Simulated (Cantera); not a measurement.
A Cantera script and its output.

```python
import numpy as np
import cantera as ct

gas = ct.Solution("SiF4_NH3_mec.yaml", "gas")
gas.TPX = 1775, 1600, {'NH3': 1, 'N2': 0.17}
reactor = ct.IdealGasConstPressureReactor(gas, energy="off", clone=False)
net = ct.ReactorNet([reactor])
net.rtol, net.atol = 1e-08, 1e-18
show = ['NH3', 'N2H2', 'N', 'H', 'H2', 'N2H4']
times = np.geomspace(3e-06, 100, 13)

steps = ct.SolutionArray(gas, extra=["t"])
rows = []
print(f"{'t/s':>10s}{'T/K':>9s}{'P/Pa':>11s}" + "".join(f"{s:>11s}" for s in show))
for t in times:
    while net.time < t:
        t_next = net.step()
        steps.append(gas.state, t=t_next)
    rows.append([np.interp(t, steps.t, y) for y in (steps.T, steps.P, *steps(*show).X.T)])
    print(f"{t:10.3e}{rows[-1][0]:9.1f}{rows[-1][1]:11.4g}" + "".join(f"{x:11.3e}" for x in rows[-1][2:]))
rate = np.gradient(steps.T, steps.t)
print("integrator steps:", len(steps.t))
if steps.T.max() > steps.T[0] + 200:
    print(f"time of steepest temperature rise: {steps.t[rate.argmax()]:.4e} s")
gas.TPX = 1775, 1600, {'NH3': 1, 'N2': 0.17}
gas.equilibrate("TP")
print(f"equilibrium (TP): T = {gas.T:.1f} K  " + "  ".join(f"{s} {gas[s].X[0]:.3e}" for s in show))
```

It prints:

```
       t/s      T/K       P/Pa        NH3       N2H2          N          H         H2       N2H4
 3.000e-06   1775.0       1600  8.547e-01  5.775e-17  2.933e-22  2.069e-08  6.545e-09  2.045e-18
 1.271e-05   1775.0       1600  8.547e-01  7.118e-15  1.670e-19  4.313e-08  7.222e-08  2.395e-16
 5.382e-05   1775.0       1600  8.547e-01  7.645e-13  2.860e-17  4.724e-08  4.413e-07  2.006e-14
 2.280e-04   1775.0       1600  8.547e-01  5.558e-11  3.172e-15  4.725e-08  2.022e-06  7.614e-13
 9.655e-04   1775.0       1600  8.547e-01  2.557e-09  4.146e-13  4.741e-08  8.728e-06  1.692e-11
 4.089e-03   1775.0       1600  8.546e-01  6.983e-08  3.712e-11  5.181e-08  3.828e-05  3.172e-10
 1.732e-02   1775.0       1600  8.541e-01  1.439e-06  6.432e-10  1.550e-07  2.663e-04  5.312e-09
 7.336e-02   1775.0       1600  8.491e-01  5.955e-06  8.872e-09  1.444e-06  4.167e-03  2.051e-08
 3.107e-01   1775.0       1600  8.238e-01  5.759e-06  4.482e-08  6.666e-06  2.459e-02  1.841e-08
 1.316e+00   1775.0       1600  7.278e-01  4.634e-06  1.424e-07  2.597e-05  1.023e-01  1.365e-08
 5.574e+00   1775.0       1600  4.626e-01  2.232e-06  2.337e-07  8.831e-05  3.168e-01  6.770e-09
 2.361e+01   1775.0       1600  1.263e-01  3.617e-07  2.399e-07  2.379e-04  5.888e-01  1.063e-09
 1.000e+02   1775.0       1600  5.301e-03  6.963e-09  1.887e-07  7.223e-04  6.863e-01  1.262e-11
integrator steps: 1311
equilibrium (TP): T = 1775.0 K  NH3 1.553e-07  N2H2 2.065e-15  N 1.019e-10  H 1.913e-03  H2 6.896e-01  N2H4 7.618e-20
```

Computed with Cantera and the gas-phase N/H chemistry of the illustrative SiF4/NH3 mechanism in the Surface Chemkin manual (1991). Walls and surfaces, which speed up NH3 decomposition in real reactors, are not modelled.
